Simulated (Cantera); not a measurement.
A closed system holds: 1 mol SiC, 0.016 mol CO2, 5 mol H2, at 1648 K and 0.133 bar.

These are equilibrium values from Cantera (NASA tables, ideal gas, pure condensed phases), not measurements of a reactor. Candidate condensed phases: C, C6H6, C7H8, C8H18, H2O, Si, SiC, SiO2; 123 gas species. Equilibrium is a limit: real reactors are often held back by kinetics, nucleation or transport.

Base state: H2 0.993, CO 0.00476, SiO 0.00160, H 0.000243, CH4 1.78e-5 (mole fractions); condensed: SiC(s).

What changes in the equilibrium state with this change: CO2 from 0.016 to 0.082 mol?


```json
[
 {"species": "H2", "before": "0.993", "after": "0.968"},
 {"species": "CO", "before": "0.00476", "after": "0.0238"},
 {"species": "SiO", "before": "0.00160", "after": "0.00794"},
 {"species": "H2O", "before": "4.05e-6", "after": "1.97e-5"},
 {"species": "CH4", "before": "1.78e-5", "after": "1.70e-5"},
 {"species": "SiC(s), mol", "before": "0.992", "after": "0.959"}
]
```
